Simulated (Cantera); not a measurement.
A closed system holds: 1 mol HgO, 5 mol H₂, equilibrated at 0.100 bar.

Cantera equilibrium calculation (NASA polynomials, part measured and part estimated; ideal gas, pure solids and liquids). Candidate condensed phases: H₂O, Hg, HgO; 10 gas species. Rates play no part. All values below are at 1100 K.

Base state: H₂ 0.667, H₂O 0.167, Hg 0.167 (mole fractions); condensed: gas only.

Problem. What changes in the equilibrium state with this change: HgO replaced by Hg?

Solution. 
```csv
species,before,after
H₂,0.667,0.833
Hg,0.167,0.167
H₂O,0.167,0
```

Problem. What changes in the equilibrium state with this change: HgO replaced by PbO?

Solution. 
| species | before | after |
|---|---|---|
| H₂ | 0.667 | 0.799 |
| H₂O | 0.167 | 0.200 |
| Pb | 0 | 0.00121 |
| Hg | 0.167 | 0 |
| Pb(l), mol | 0 | 0.994 |
Further candidate phases: Pb, PbO, PbO₂, Pb₃O₄.
